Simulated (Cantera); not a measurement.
**Silicon etching in halogen gases: Si + HCl + H2**

Input: 1 mol Si, 6.2 mol HCl, 77 mol H2, equilibrated at 0.0683 Torr.

Equilibrium computed with Cantera from the NASA thermochemical tables; the gas is ideal and each condensed phase is pure. Candidate condensed phases: Si; 19 gas species. The tables' values for SiCl3, SiCl are old estimates; treat these amounts as uncertain. Kinetics and transport are ignored.

```json
[
 {"T (K)": "700", "x H2": "0.961", "x HCl": "0.0269", "x SiCl4": "0.0121", "x SiCl2": "1.16e-8", "x H": "2.60e-12", "x SiHCl3": "8.83e-5", "n Si(s)": "0"},
 {"T (K)": "775", "x H2": "0.961", "x HCl": "0.0271", "x SiCl4": "0.0119", "x SiCl2": "1.72e-6", "x H": "1.02e-10", "x SiHCl3": "0.000273", "n Si(s)": "0"},
 {"T (K)": "850", "x H2": "0.960", "x HCl": "0.0277", "x SiCl4": "0.0113", "x SiCl2": "9.70e-5", "x H": "2.10e-9", "x SiHCl3": "0.000649", "n Si(s)": "0"},
 {"T (K)": "925", "x H2": "0.955", "x HCl": "0.0329", "x SiCl4": "0.00862", "x SiCl2": "0.00164", "x H": "2.67e-8", "x SiHCl3": "0.000909", "n Si(s)": "0.0296"},
 {"T (K)": "1000", "x H2": "0.941", "x HCl": "0.0501", "x SiCl4": "0.00303", "x SiCl2": "0.00454", "x H": "2.31e-7", "x SiHCl3": "0.000401", "n Si(s)": "0.277"},
 {"T (K)": "1075", "x H2": "0.935", "x HCl": "0.0572", "x SiCl4": "0.000492", "x SiCl2": "0.00684", "x H": "1.49e-6", "x SiHCl3": "9.98e-5", "n Si(s)": "0.343"},
 {"T (K)": "1150", "x H2": "0.934", "x HCl": "0.0578", "x SiCl4": "6.61e-5", "x SiCl2": "0.00787", "x H": "7.56e-6", "x SiHCl3": "2.17e-5", "n Si(s)": "0.320"},
 {"T (K)": "1225", "x H2": "0.934", "x HCl": "0.0571", "x SiCl4": "1.05e-5", "x SiCl2": "0.00852", "x H": "3.16e-5", "x SiHCl3": "5.36e-6", "n Si(s)": "0.281"},
 {"T (K)": "1300", "x H2": "0.935", "x HCl": "0.0563", "x SiCl4": "2.03e-6", "x SiCl2": "0.00903", "x H": "0.000112", "x SiHCl3": "1.54e-6", "n Si(s)": "0.243"},
 {"T (K)": "1375", "x H2": "0.935", "x HCl": "0.0554", "x SiCl4": "4.70e-7", "x SiCl2": "0.00948", "x H": "0.000347", "x SiHCl3": "5.06e-7", "n Si(s)": "0.208"},
 {"T (K)": "1450", "x H2": "0.934", "x HCl": "0.0546", "x SiCl4": "1.27e-7", "x SiCl2": "0.00986", "x H": "0.000958", "x SiHCl3": "1.87e-7", "n Si(s)": "0.173"}
]
```
x: gas mole fraction; n: condensed amount in mol.

From 700 K to 850 K nothing is condensed. From 925 K to 1450 K the condensed part is Si(s). The main Si-bearing gas is SiCl4 at 700 K and SiCl2 at 1450 K.
